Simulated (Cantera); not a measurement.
Input: 1 mol SiHCl3, 0.071 mol HCl, 50 mol N2, equilibrated at 1573.15 K and 0.100 bar.

These are equilibrium values from Cantera (NASA tables, ideal gas, pure condensed phases), not measurements of a reactor. Candidate condensed phases: NH4Cl, Si, Si3N4; 28 gas species. The tables' values for SiCl3 are old estimates; treat these amounts as uncertain. Equilibrium is a limit: real reactors are often held back by kinetics, nucleation or transport.

### Question
What is the equilibrium state?

### Answer
| Property | Value |
|---|---|
| x(N2) | 0.963 |
| x(HCl) | 0.0179 |
| x(SiCl2) | 0.0123 |
| x(SiCl3) | 0.00299 |
| x(SiCl4) | 0.00191 |
| x(H2) | 0.00137 |
| x(Cl) | 4.95e-5 |
| x(SiHCl3) | 1.95e-5 |
| x(H) | 4.77e-6 |
| n(Si3N4(s)) | 0.0356 mol |
| gas amount | 51.82 mol |
| log10 activity of Si(s) (absent) | -1.81 |
